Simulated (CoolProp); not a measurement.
Carbon dioxide at 647.53 K and 4.86 MPa is throttled through a valve to 0.208 MPa with no heat exchange. Each further row changes one setting.

Values from CoolProp's reference Helmholtz-energy equation of state, Span 1996.

```json
[
 {"case": "as stated", "temperature change (K)": "[?]", "final density (kg/m³)": "[?]"},
 {"case": "outlet pressure 0.0624 MPa", "temperature change (K)": "[?]", "final density (kg/m³)": "[?]"},
 {"case": "outlet pressure 0.27 MPa", "temperature change (K)": "-7.5", "final density (kg/m³)": "[?]"}
]
```

Task: Complete the blanks.

Result: 
- as stated, temperature change (K): -7.6
- as stated, final density (kg/m³): 1.72
- outlet pressure 0.0624 MPa, temperature change (K): -7.8
- outlet pressure 0.0624 MPa, final density (kg/m³): 0.516
- outlet pressure 0.27 MPa, final density (kg/m³): 2.23
